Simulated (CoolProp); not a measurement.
Vapour pressure (MPa) of R1224YDZ: the reference equation beside estimates from Tc = 428.7 K, pc = 3.334 MPa, ω = 0.325.

Computed with CoolProp (reference Helmholtz-energy equation of state, Akasaka 2023).

```
T (K)  reference  Lee-Kesler  Soave-Redlich-Kwong
-----  ---------  ----------  -------------------
296.9     0.1410      0.1409               0.1408
306.4     0.1958      0.1959               0.1957
315.9     0.2657      0.2661               0.2660
325.5     0.3541      0.3550                    ?
335       0.4620      0.4633               0.4646
344.5     0.5929      0.5946               0.5976
354            ?      0.7518               0.7575
363.5     0.9359      0.9379               0.9473
373        1.155       1.156                    ?
382.6      1.412       1.414                1.433
392.1      1.708       1.710                1.733
401.6      2.049       2.051                2.078
411.1      2.441       2.444                    ?
```

What belongs in the gaps?


- 325.5, Soave-Redlich-Kwong: 0.3554
- 354, reference: 0.7498
- 373, Soave-Redlich-Kwong: 1.170
- 411.1, Soave-Redlich-Kwong: 2.470

Absolute difference from the reference over all 13 rows, mean and median: Lee-Kesler 0.2 and 0.1 %, Soave-Redlich-Kwong 0.9 and 1.0 %.
